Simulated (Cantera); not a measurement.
Cantera run:

```python
import numpy as np
import cantera as ct

gas_names = """
    H HO2 H2 H2O H2O2 O OH O2 O3 Pb PbO Pb2
""".split()
cond_names = """
    H2O(s) H2O(L) Pb(cr) Pb(L) PbO(rd) PbO(yw) PbO(L) PbO2(s) Pb3O4(s)
""".split()


# ... load() reads the species with a 1 bar reference pressure and builds the phases ...
atoms = {
    'PbO': {'Pb': 1, 'O': 1},
    'H2': {'H': 2},
}
top_T = {'Pb3O4(s)': 820}  # K; cautious upper limits of use, not melting points


# ... equilibrate(T, P, feed) seeds the gas with the atoms and calls Mixture.equilibrate('TP', solver="vcs", rtol=1e-11, max_steps=5000) ...
results = []
T = 1498.15  # K
P = 1333.22  # Pa
for m in [23, 36, 55, 84, 130, 200, 300, 460, 700, 1100, 1600]:
    feed = {'PbO': 1, 'H2': m}  # mol
    mix = equilibrate(T, P, feed)
    results.append((T, P, feed, dict(zip(mix.species_names, mix.species_moles))))
    x = sorted(zip(gas.X, gas.species_names), reverse=True)
    print(f"T = {T:g} K  P = {P:g} Pa  n(H2) = {m:g} mol  gas = {mix.phase_moles(0):.4g} mol")
    print("   x: " + "  ".join(f"{s} {v:.3e}" for v, s in x if v > 0.001))
    print("   condensed (mol): " + ("  ".join(f"{mix.phase(i).name} {mix.phase_moles(i):.4g}"
          for i in range(1, mix.n_phases) if mix.phase_moles(i) > 1e-12) or "none"))
```

Result:

```
T = 1498.15 K  P = 1333.22 Pa  n(H2) = 23 mol  gas = 24 mol
   x: H2 9.165e-01  H2O 4.166e-02  Pb 4.166e-02
   condensed (mol): none
T = 1498.15 K  P = 1333.22 Pa  n(H2) = 36 mol  gas = 37 mol
   x: H2 9.458e-01  H2O 2.702e-02  Pb 2.702e-02
   condensed (mol): none
T = 1498.15 K  P = 1333.22 Pa  n(H2) = 55 mol  gas = 56 mol
   x: H2 9.641e-01  H2O 1.786e-02  Pb 1.786e-02
   condensed (mol): none
T = 1498.15 K  P = 1333.22 Pa  n(H2) = 84 mol  gas = 85.01 mol
   x: H2 9.763e-01  H2O 1.176e-02  Pb 1.176e-02
   condensed (mol): none
T = 1498.15 K  P = 1333.22 Pa  n(H2) = 130 mol  gas = 131 mol
   x: H2 9.846e-01  Pb 7.633e-03  H2O 7.633e-03
   condensed (mol): none
T = 1498.15 K  P = 1333.22 Pa  n(H2) = 200 mol  gas = 201 mol
   x: H2 9.899e-01  Pb 4.975e-03  H2O 4.975e-03
   condensed (mol): none
T = 1498.15 K  P = 1333.22 Pa  n(H2) = 300 mol  gas = 301 mol
   x: H2 9.932e-01  Pb 3.322e-03  H2O 3.322e-03
   condensed (mol): none
T = 1498.15 K  P = 1333.22 Pa  n(H2) = 460 mol  gas = 461 mol
   x: H2 9.955e-01  Pb 2.169e-03  H2O 2.169e-03
   condensed (mol): none
T = 1498.15 K  P = 1333.22 Pa  n(H2) = 700 mol  gas = 701.1 mol
   x: H2 9.970e-01  Pb 1.426e-03  H2O 1.426e-03
   condensed (mol): none
T = 1498.15 K  P = 1333.22 Pa  n(H2) = 1100 mol  gas = 1101 mol
   x: H2 9.980e-01
   condensed (mol): none
T = 1498.15 K  P = 1333.22 Pa  n(H2) = 1600 mol  gas = 1601 mol
   x: H2 9.986e-01
   condensed (mol): none
```

Cantera equilibrium calculation (NASA polynomials, part measured and part estimated; ideal gas, pure solids and liquids).
